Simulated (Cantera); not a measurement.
An isothermal, constant-pressure homogeneous reactor starts with NH3 : N2 = 1 : 27 (molar parts), at 1300 K and 1.18 atm.

Model: the gas-phase N/H chemistry of the illustrative SiF4/NH3 mechanism in the Surface Chemkin manual (1991), integrated in Cantera. Walls and surfaces, which speed up NH3 decomposition in real reactors, are not modelled.

x: mole fraction; the columns are a selection and need not sum to one.

```json
[
 {"t (s)": "1.00e-6", "x NH3": "0.0357", "x H2": "<1e-12", "x N2H2": "<1e-12", "x NH": "<1e-12", "x NH2": "3.47e-12", "x N2H4": "<1e-12", "x N": "<1e-12"},
 {"t (s)": "9.87e-6", "x NH3": "0.0357", "x H2": "1.45e-11", "x N2H2": "<1e-12", "x NH": "<1e-12", "x NH2": "4.67e-11", "x N2H4": "<1e-12", "x N": "<1e-12"},
 {"t (s)": "9.74e-5", "x NH3": "0.0357", "x H2": "2.94e-10", "x N2H2": "<1e-12", "x NH": "<1e-12", "x NH2": "6.11e-10", "x N2H4": "<1e-12", "x N": "<1e-12"},
 {"t (s)": "0.000961", "x NH3": "0.0357", "x H2": "3.11e-9", "x N2H2": "<1e-12", "x NH": "<1e-12", "x NH2": "6.25e-9", "x N2H4": "<1e-12", "x N": "<1e-12"},
 {"t (s)": "0.00949", "x NH3": "0.0357", "x H2": "3.11e-8", "x N2H2": "5.00e-12", "x NH": "6.87e-12", "x NH2": "6.18e-8", "x N2H4": "1.55e-11", "x N": "<1e-12"},
 {"t (s)": "0.0936", "x NH3": "0.0357", "x H2": "5.23e-7", "x N2H2": "5.43e-10", "x NH": "5.68e-10", "x NH2": "6.07e-7", "x N2H4": "1.54e-9", "x N": "<1e-12"},
 {"t (s)": "0.924", "x NH3": "0.0357", "x H2": "6.19e-5", "x N2H2": "…", "x NH": "3.67e-9", "x NH2": "2.09e-6", "x N2H4": "1.81e-8", "x N": "5.99e-12"},
 {"t (s)": "9.12", "x NH3": "0.0352", "x H2": "0.000680", "x N2H2": "…", "x NH": "4.38e-9", "x NH2": "1.68e-6", "x N2H4": "1.18e-8", "x N": "5.55e-11"},
 {"t (s)": "90.0", "x NH3": "0.0334", "x H2": "0.00340", "x N2H2": "…", "x NH": "2.58e-9", "x NH2": "9.89e-7", "x N2H4": "4.08e-9", "x N": "7.77e-11"}
]
```

### Question
Fill in the missing entries.

### Answer

- 0.924, x N2H2: 6.89e-9
- 9.12, x N2H2: 4.77e-9
- 90.0, x N2H2: 1.65e-9
